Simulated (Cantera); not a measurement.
A Cantera script and what it prints.

```python
import numpy as np
import cantera as ct

gas_names = """
    CL CL2 H HCL H2 Si SiCL SiCL2 SiCL3 SiCL4 SiH SiHCL3 SiH2 SiH2CL2 SiH3 SiH3CL SiH4 Si2 Si3
""".split()
cond_names = """
    Si(cr) Si(L)
""".split()


# ... load() reads the species with a 1 bar reference pressure and builds the phases ...
atoms = {
    'SiCl4': {'Si': 1, 'CL': 4},
    'Cl2': {'CL': 2},
    'H2': {'H': 2},
}
top_T = {}  # K; cautious upper limits of use, not melting points


# ... equilibrate(T, P, feed) seeds the gas with the atoms and calls Mixture.equilibrate('TP', solver="vcs", rtol=1e-11, max_steps=5000) ...
results = []
feed = {'SiCl4': 1, 'Cl2': 1, 'H2': 3.4}  # mol
T = 973.15  # K
P = 1400000  # Pa
mix = equilibrate(T, P, feed)
results.append((T, P, feed, dict(zip(mix.species_names, mix.species_moles))))
print(gas.report(threshold=0.0001))
for i in range(1, mix.n_phases):
    print(f"{mix.phase(i).name:16s} {mix.phase_moles(i):12.5e} mol")
```

Result:

```
       temperature   973.15 K
          pressure   1.4e+06 Pa
           density   7.9349 kg/m^3
  mean mol. weight   45.859 kg/kmol
   phase of matter   gas

                          1 kg             1 kmol
                     ---------------   ---------------
          enthalpy       -2.7872e+06       -1.2782e+08  J
   internal energy       -2.9636e+06       -1.3591e+08  J
           entropy            4923.9        2.2581e+05  J/K
    Gibbs function       -7.5789e+06       -3.4756e+08  J
 heat capacity c_p            973.57             44647  J/K
 heat capacity c_v            792.26             36332  J/K

                      mass frac. Y      mole frac. X     chem. pot. / RT
                     ---------------   ---------------   ---------------
               HCL           0.29543           0.37161           -33.969
                H2          0.019484            0.4432           -15.613
             SiCL4           0.68142           0.18394           -126.55
            SiHCL3         0.0036458         0.0012344           -108.19
     [  +15 minor]         1.964e-05         6.917e-06

Si(cr)            0.00000e+00 mol
```

Method: chemical equilibrium by Gibbs-energy minimisation in Cantera with the NASA 1993 tables (ideal gas, pure condensed phases).
